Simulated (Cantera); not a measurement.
Silicon etching in halogen gases: Si + F2 + N2

Input: 1 mol Si, a varied amount of F2, 0.69 mol N2, at 4.90e-5 bar.

These are equilibrium values from Cantera (NASA tables, ideal gas, pure condensed phases), not measurements of a reactor. Candidate condensed phases: Si, Si3N4; 16 gas species. N2 is the only nitrogen source here; it is nearly inert below about 1500 K, so the nitride shown seldom forms there in practice. The tables' values for SiF2, SiF3 are old estimates. Rates play no part.

Stable condensed phases:

```
T in K \ n(F2) in mol
         0.55 0.83  1.1  1.4  1.7    2  2.2
   1498     A    A    A    A    B    B    B
   1448     C    C    C    C    B    B    B
   1398     C    C    C    C    C    B    B
   1348     C    C    C    C    C    B    B
   1298     C    C    C    C    C    B    B
   1248     C    C    C    C    C    B    B
   1198     C    C    C    C    C    B    B
   1148     C    C    C    C    C    B    B
   1098     C    C    C    C    C    B    B
   1048     C    C    C    C    C    B    B
    998     C    C    C    C    C    B    B
    948     C    C    C    C    C    B    B
    898     C    C    C    C    C    B    B
```

A: Si; B: gas only; C: Si3N4.
